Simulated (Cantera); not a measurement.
A jet of 2.70 % CH4, 8.44 % O2, 88.9 % N2, equivalence ratio 0.64 at 300 K and 54.0 Torr hits a platinum plate 2.4 cm away at a mass flux of 0.036 kg/m²/s; the plate temperature is set and raised in steps from an oxygen-covered start.

Detailed kinetics in Cantera: Deutschmann's 1995 Pt surface mechanism with GRI-Mech 3.0 gas chemistry. Catalytic surfaces can have several steady states; this one follows from the mechanism file's or the stated starting coverage.

One state of this run: wall x CH4 = 0.00468; wall x O2 = 0.0373; wall x H2O = 0.0410; wall x OH = 4.55e-6; wall x CO = 1.28e-5; wall x CO2 = 0.0270; θ free Pt = 0.678; θ O* = 0.322; θ OH* = 0.000637. x: mole fraction at the wall; θ: surface coverage.

Which value of plate T (K) does it belong to?
A. 1250
B. 900
C. 1200
D. 950

C, 1200
